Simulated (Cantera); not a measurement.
Stirred combustor or abatement burner

A perfectly stirred reactor is fed with 1.34 % CO, 0.950 % H₂, 1.34 % CH₄, 6.47 % O₂, 77.7 % N₂, 12.2 % H₂O, at 52000 Pa; it is adiabatic with a 800 K inlet, and is followed from long to short residence time, starting on the burning branch (τ in s: 0.094, 0.039, 0.016, 0.0066, 0.0027, 0.0011, 0.00047, 0.00019, 7.9e-05, 3.3e-05).

Cantera simulation using GRI-Mech 3.0 (53 species, 325 reactions); the numbers are that mechanism's predictions, not measurements.

```csv
τ (s),T (K),x CO,x H₂,x CH₄,x C₂H₄,x H,x CH₃,x O
0.094,1277,0.000701,0.000237,3.68e-5,3.53e-8,2.86e-5,3.08e-6,4.76e-5
0.039,1269,0.00131,0.000420,6.79e-5,5.70e-8,6.38e-5,5.03e-6,8.14e-5
0.016,1255,0.00256,0.000746,0.000135,9.86e-8,0.000134,8.52e-6,0.000131
0.0066,1221,0.00553,0.00138,0.000334,2.68e-7,0.000232,1.66e-5,0.000173
0.0027,800,0.0134,0.00950,0.0134,<1e-12,<1e-12,4.19e-12,<1e-12
0.0011,800,0.0134,0.00950,0.0134,<1e-12,<1e-12,2.00e-12,<1e-12
0.00047,800,0.0134,0.00950,0.0134,<1e-12,<1e-12,<1e-12,<1e-12
0.00019,800,0.0134,0.00950,0.0134,<1e-12,<1e-12,<1e-12,<1e-12
7.9e-5,800,0.0134,0.00950,0.0134,<1e-12,<1e-12,<1e-12,<1e-12
3.3e-5,800,0.0134,0.00950,0.0134,<1e-12,<1e-12,<1e-12,<1e-12
```
x: mole fraction; the columns are a selection and need not sum to one.
